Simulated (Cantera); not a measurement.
# Gas activation for diamond growth

An isothermal, constant-pressure homogeneous reactor starts with CH4 : H2 = 0.04 : 0.39 (molar parts), at 1575 K and 100.0 Torr.

Computed with Cantera and GRI-Mech 3.0 (53 species, 325 reactions). GRI-Mech 3.0 stops at C3 and has no aromatics, soot or wall deposition, so with more carbon than oxygen in the feed, carbon stays in small species such as C2H2 where larger ones or solid carbon would form.

```csv
t (s),x CH4,x H2,x C2H,x C2H2,x C2H6,x CH3
2.00e-5,0.0930,0.907,<1e-12,<1e-12,3.70e-12,8.18e-7
7.96e-5,0.0930,0.907,<1e-12,<1e-12,2.52e-10,3.33e-6
0.000317,0.0930,0.907,<1e-12,1.24e-11,1.53e-8,1.33e-5
0.00126,0.0930,0.907,<1e-12,5.65e-9,7.18e-7,5.12e-5
0.00501,0.0928,0.907,<1e-12,2.97e-6,1.01e-5,0.000147
0.0199,0.0920,0.907,5.44e-11,0.000194,1.52e-5,0.000179
0.0794,0.0889,0.909,4.43e-10,0.00157,1.43e-5,0.000174
0.316,0.0781,0.915,1.85e-9,0.00646,1.13e-5,0.000155
1.26,0.0518,0.929,5.57e-9,0.0184,5.44e-6,0.000109
5.00,0.0215,0.946,1.05e-8,0.0322,1.20e-6,4.88e-5
```
x: mole fraction; the columns are a selection and need not sum to one.

Equilibrium at this temperature and pressure: CH4 0.00942, H2 0.952, C2H 1.29e-8, C2H2 0.0376, C2H6 4.19e-7, CH3 2.25e-5 (gas phase only).
